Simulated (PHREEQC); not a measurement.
Dissolve 0.00045 mol/kgw Ca(OH)2 at 40 °C. Closed to the air; pH follows from the charge balance.

Computed with PHREEQC (ion-association model, phreeqc.dat).

The pH is 10.47 and the ionic strength is 0.00135 mol/kgw. The specific conductance is 304 µS/cm and the total alkalinity is 0.900 meq/kg.

| species | molality | activity | log γ |
|---|---|---|---|
| OH- | 0.000898 | 0.000861 | -0.018 |
| Ca+2 | 0.000448 | 0.000379 | -0.072 |
| CaOH+ | 1.93e-6 | 1.85e-6 | -0.018 |

Precipitation was switched off in this run. Species that the database lacks are ignored. Constants without temperature data keep their 25 °C values here.
